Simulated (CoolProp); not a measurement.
Vapour-liquid equilibrium of propylene (1) + isobutane (2) at 197 K; x and y are mole fractions of (1).

Computed with CoolProp (multi-fluid Helmholtz-energy mixture model, Lemmon 2013 and Bücker 2006; pair parameters Bell 2016).

| x | bubble pressure (bar) | y at the bubble point | dew pressure at overall composition x (bar) | liquid density (mol/L) |
|---|---|---|---|---|
| 0.05 | 0.04514 | 0.353 | 0.03202 | 11.52 |
| 0.2 | 0.06897 | 0.623 | 0.03743 | ? |
| 0.35 | 0.08554 | ? | 0.04495 | 12.53 |
| 0.5 | 0.1055 | 0.833 | ? | 13.11 |
| 0.65 | 0.1334 | ? | 0.07247 | 13.73 |
| 0.8 | ? | ? | 0.09780 | ? |
| 0.95 | ? | 0.996 | 0.1530 | 15.08 |

Task: What belongs in the gaps?

Result: 
- 0.2, liquid density (mol/L): 12.00
- 0.35, y at the bubble point: 0.736
- 0.5, dew pressure at overall composition x (bar): 0.05592
- 0.65, y at the bubble point: 0.916
- 0.8, bubble pressure (bar): 0.1706
- 0.8, y at the bubble point: 0.971
- 0.8, liquid density (mol/L): 14.39
- 0.95, bubble pressure (bar): 0.2112

No azeotrope shows between x = 0.05 and 0.95.

The pair parameters rest on a limited set of measurements; away from them the model extrapolates. The gap from Raoult's law changes sign with composition, which may be real or a fault of the pair parameters; it wasn't checked against measurements.
